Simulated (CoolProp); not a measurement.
Vapour pressure (kPa) of c-C4F8 (RC318): the reference equation beside estimates from Tc = 388.4 K, pc = 2778 kPa, ω = 0.355. Clausius-Clapeyron is anchored at 316.7 K with a constant enthalpy of vaporisation of 19.06 kJ/mol.

The numbers come from the reference Helmholtz-energy equation of state, Platzer 1990 in CoolProp. This equation is an older, rougher fit; its heat capacities, sound speeds and derivatives of the liquid may be far off and weren't checked against measurements.

```
T (K)  reference  Lee-Kesler  Clausius-Clapeyron  van der Waals  Redlich-Kwong  Soave-Redlich-Kwong  Peng-Robinson
-----  ---------  ----------  ------------------  -------------  -------------  -------------------  -------------
287.9      222.2       222.5               263.5          741.3          387.0                222.5          220.8
293.7      270.4       270.8               308.4          816.5          451.4                271.0          268.5
299.4      325.2       325.7               357.8          895.1          521.7                326.3          322.8
305.2      389.2       389.7               413.8          979.9          600.8                391.0          386.4
310.9      460.9       461.3               474.9           1068          686.3                463.6          457.8
316.7      543.6       543.9               543.6           1163          781.5                547.5          540.3
322.4      635.3       635.4               617.8           1261          883.5                640.6          632.0
328.2      739.9       739.8               700.5           1365          996.2                747.1          737.0
333.9      854.8       854.3               789.3           1474           1116                864.1          852.6
339.7      984.9       984.1               887.4           1589           1248                996.6          983.8
345.4       1127        1126               992.0           1708           1387                 1141           1127
```

Absolute difference from the reference over all 11 rows, mean and median: Lee-Kesler 0.1 and 0.1 %, Clausius-Clapeyron 8.1 and 7.7 %, van der Waals 125.1 and 113.9 %, Redlich-Kwong 45.7 and 43.8 %, Soave-Redlich-Kwong 0.7 and 0.7 %, Peng-Robinson 0.5 and 0.6 %.
